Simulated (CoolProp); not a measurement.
Vapour-liquid equilibrium of o-xylene (1) + n-undecane (2) at 462 K; x and y are mole fractions of (1).

Model: multi-fluid Helmholtz-energy mixture model, Zhou 2012 and Aleksandrov 2011; pair parameters Bell 2016, in CoolProp.

| x | bubble pressure (bar) | y at the bubble point | dew pressure at overall composition x (bar) | liquid density (mol/L) |
|---|---|---|---|---|
| 0.05 | [?] | 0.134 | 0.8832 | 3.967 |
| 0.2 | 1.221 | 0.429 | [?] | 4.269 |
| 0.35 | 1.518 | 0.621 | 1.131 | 4.610 |
| 0.5 | [?] | 0.754 | 1.316 | 4.999 |
| 0.65 | 2.136 | 0.851 | 1.574 | 5.449 |
| 0.8 | 2.455 | 0.925 | [?] | 5.972 |
| 0.95 | [?] | [?] | 2.584 | 6.589 |

Some entries are withheld; supply them.


- 0.05, bubble pressure (bar): 0.9408
- 0.2, dew pressure at overall composition x (bar): 0.9918
- 0.5, bubble pressure (bar): 1.824
- 0.8, dew pressure at overall composition x (bar): 1.959
- 0.95, bubble pressure (bar): 2.778
- 0.95, y at the bubble point: 0.983

No azeotrope shows between x = 0.05 and 0.95.

Pair parameters are fitted to limited data, so mixtures are less certain than the pure fluids.
